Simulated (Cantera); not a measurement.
A Cantera script and what it prints.

```python
import numpy as np
import cantera as ct

gas_names = """
    Br Br2 N N2 Si SiBr SiBr2 SiBr3 SiBr4 SiN Si2 Si2N Si3
""".split()
cond_names = """
    Br2(cr) Br2(L) Si(cr) Si(L) Si3N4(a)
""".split()


# ... load() reads the species with a 1 bar reference pressure and builds the phases ...
atoms = {
    'Si': {'Si': 1},
    'Br2': {'Br': 2},
    'N2': {'N': 2},
}
top_T = {'Si3N4(a)': 2400}  # K; cautious upper limits of use, not melting points


# ... equilibrate(T, P, feed) seeds the gas with the atoms and calls Mixture.equilibrate('TP', solver="vcs", rtol=1e-11, max_steps=5000) ...
results = []
feed = {'Si': 1, 'Br2': 3, 'N2': 34}  # mol
P = 230  # Pa
for T in [473, 573, 673, 773, 873, 973, 1073, 1173, 1273, 1373, 1473, 1573, 1673]:
    mix = equilibrate(T, P, feed)
    results.append((T, P, feed, dict(zip(mix.species_names, mix.species_moles))))

top = {s: max(r[3][s] / sum(r[3][g] for g in gas_names) for r in results) for s in gas_names}
cols = sorted((s for s in top if top[s] > 1e-06), key=lambda s: -top[s])[:7]
seen = [c for c in cond_names if any(r[3].get(c, 0) > 1e-12 for r in results)]
print("log10 of partial pressures in bar; condensed amounts in mol")
print(f"{'T/K':>10s}" + "".join(f"{s[:9]:>10s}" for s in cols + seen))
for T, P, feed, n in results:
    ng = sum(n[g] for g in gas_names)
    print(f"{T:10.4g}" + "".join(f"{np.log10(max(n[s] / ng * P / 1e5, 1e-99)):10.3f}" for s in cols)
          + "".join(f"{n.get(c, 0):10.4g}" for c in seen))
```

Output:

```
log10 of partial pressures in bar; condensed amounts in mol
       T/K        N2        Br     SiBr4       Br2     SiBr2     SiBr3      SiBr
       473    -2.663   -10.000    -4.195    -4.195   -34.610   -22.464   -62.579
       573    -2.663    -8.132    -4.195    -4.195   -27.054   -18.067   -49.174
       673    -2.663    -6.816    -4.195    -4.195   -21.757   -14.984   -39.765
       773    -2.663    -5.841    -4.195    -4.200   -17.837   -12.703   -32.795
       873    -2.664    -5.097    -4.195    -4.223   -14.804   -10.939   -27.400
       973    -2.666    -4.538    -4.197    -4.310   -12.336    -9.509   -23.022
      1073    -2.670    -4.164    -4.201    -4.542   -10.173    -8.269   -19.224
      1173    -2.673    -3.981    -4.205    -4.992    -8.129    -7.116   -15.696
      1273    -2.675    -3.918    -4.217    -5.556    -6.232    -6.061   -12.455
      1373    -2.681    -3.816    -4.369    -5.943    -4.852    -5.351    -9.975
      1473    -2.694    -3.668    -5.055    -6.160    -4.334    -5.353    -8.566
      1573    -2.697    -3.633    -6.203    -6.539    -4.245    -5.811    -7.603
      1673    -2.698    -3.628    -7.333    -6.927    -4.234    -6.307    -6.797
```

These are equilibrium values from Cantera (NASA tables, ideal gas, pure condensed phases), not measurements of a reactor. The tables' values for SiBr3, SiBr are old estimates; treat these amounts as uncertain.
